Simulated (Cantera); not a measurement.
Input: 1 mol C2H6, 0.49 mol O2, held at 1.00 bar.

These are equilibrium values from Cantera (NASA tables, ideal gas, pure condensed phases), not measurements of a reactor. Candidate condensed phases: C, C6H6, C7H8, C8H18, H2O; 110 gas species. The numbers say what is thermodynamically allowed, not how fast it happens. All values below are at 2350 K.

Base state: H2 0.740, CO 0.245, H 0.0107, C2H2 (acetylene) 0.00408, CH4 0.000107, CH3 2.87e-5 (mole fractions); condensed: C(graphite).

### Question
What changes in the equilibrium state with this change: pressure from 1.00 bar to 51.0 Pa?

### Answer
| species | before | after |
|---|---|---|
| H2 | 0.740 | 0.433 |
| H | 0.0107 | 0.363 |
| CO | 0.245 | 0.201 |
| CH4 | 0.000107 | 1.86e-8 |
| C | 1.85e-8 | 3.63e-5 |
| C(graphite), mol | 0.987 | 0.994 |

### Question
What changes in the equilibrium state with this change: O2 from 0.49 to 0.24 mol?

### Answer
```
species             before     after
----------------  --------  --------
H2                   0.740     0.846
CO                   0.245     0.137
H                   0.0107    0.0115
CH4               0.000107  0.000139
CH3                2.87e-5   3.51e-5
C4H2               9.25e-6   1.06e-5
C2H2 (acetylene)   0.00408   0.00467
C(graphite), mol     0.987      1.49
```

### Question
What changes in the equilibrium state with this change: O2 from 0.49 to 0.2 mol?

### Answer
```
species             before     after
----------------  --------  --------
H2                   0.740     0.866
CO                   0.245     0.117
H                   0.0107    0.0116
CH4               0.000107  0.000146
CH3                2.87e-5   3.64e-5
C(graphite), mol     0.987      1.57
```
